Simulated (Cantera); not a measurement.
## SiH4 + H2O + N2 (silicon oxide and oxynitride deposition)

A closed system holds: 1 mol SiH4, 1.2 mol H2O, 1.1 mol N2, at 98.0 Pa.

Cantera equilibrium calculation (NASA polynomials, part measured and part estimated; ideal gas, pure solids and liquids). Candidate condensed phases: H2O, Si, SiO2, Si2N2O, Si3N4; 35 gas species. N2 is the only nitrogen source here; it is nearly inert below about 1500 K, so the nitride shown seldom forms there in practice. Mutual solubility and eutectic melting of coexisting phases are not modelled. The tables hold silica as quartz up to 1696 K and as liquid above; real silica turns to tridymite and cristobalite and melts near 1996 K. Rates play no part.

```
T (K)   x H2   x N2    x H2O       x H    x NH3     x SiO  n SiO2(α-quartz)  n Si2N2O(s)  n SiO2(β-quartz)
-----  -----  -----  -------  --------  -------  --------  ----------------  -----------  ----------------
600    0.793  0.207  1.97e-7    <1e-12  1.31e-5    <1e-12             0.467        0.267                 0
650    0.793  0.207  4.01e-7    <1e-12  5.89e-6    <1e-12             0.467        0.267                 0
700    0.793  0.207  7.32e-7    <1e-12  2.95e-6    <1e-12             0.467        0.267                 0
750    0.793  0.207  1.23e-6  9.00e-12  1.61e-6    <1e-12             0.467        0.267                 0
800    0.793  0.207  1.92e-6  8.24e-11  9.41e-7    <1e-12             0.467        0.267                 0
850    0.793  0.207  2.83e-6  5.83e-10  5.84e-7    <1e-12                 0        0.267             0.467
900    0.793  0.207  3.96e-6   3.33e-9  3.81e-7    <1e-12                 0        0.267             0.467
950    0.793  0.207  5.34e-6   1.58e-8  2.60e-7  2.33e-12                 0        0.267             0.467
1000   0.793  0.207  6.97e-6   6.46e-8  1.83e-7  5.89e-11                 0        0.267             0.467
1050   0.793  0.207  8.86e-6   2.31e-7  1.34e-7   1.09e-9                 0        0.267             0.467
1100   0.793  0.207  1.10e-5   7.36e-7  1.00e-7   1.54e-8                 0        0.267             0.467
1150   0.793  0.207  1.34e-5   2.12e-6  7.68e-8   1.73e-7                 0        0.267             0.467
1200   0.793  0.207  1.60e-5   5.61e-6  6.02e-8   1.57e-6                 0        0.267             0.467
1250   0.793  0.207  1.88e-5   1.38e-5  4.81e-8   1.20e-5                 0        0.267             0.467
```
x: gas mole fraction; n: condensed amount in mol.

From 600 K to 800 K the condensed part is SiO2(α-quartz) + Si2N2O(s). From 850 K to 1250 K the condensed part is SiO2(β-quartz) + Si2N2O(s).
